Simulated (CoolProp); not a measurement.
Vapour-liquid equilibrium of R227EA (1) + n-butane (2) at -8.95 °C; x and y are mole fractions of (1).

Model: multi-fluid Helmholtz-energy mixture model, Lemmon 2016 and Bücker 2006; pair parameters Bell 2016, in CoolProp.

| x | bubble pressure (kPa) | y at the bubble point | dew pressure at overall composition x (kPa) | liquid density (mol/L) |
|---|---|---|---|---|
| 0.05 | 105.0 | 0.331 | 76.22 | 10.37 |
| 0.15 | 139.6 | 0.525 | 84.56 | 10.13 |
| 0.25 | 153.3 | 0.585 | 94.86 | 9.907 |
| 0.35 | 158.7 | 0.611 | 107.8 | 9.704 |
| 0.45 | 161.0 | 0.625 | 124.4 | 9.523 |
| 0.55 | 162.5 | 0.640 | 145.3 | 9.366 |
| 0.65 | 163.3 | 0.663 | 163.0 | 9.232 |
| 0.75 | 162.6 | 0.702 | 159.9 | 9.121 |
| 0.85 | 158.4 | 0.770 | 151.6 | 9.031 |
| 0.95 | 147.4 | 0.896 | 142.5 | 8.960 |

y crosses x between x = 0.65 and 0.75: the model has an azeotrope there.

The pair parameters rest on a limited set of measurements; away from them the model extrapolates. With so large a gap from Raoult's law the liquid may split in two, which this calculation doesn't test in full.
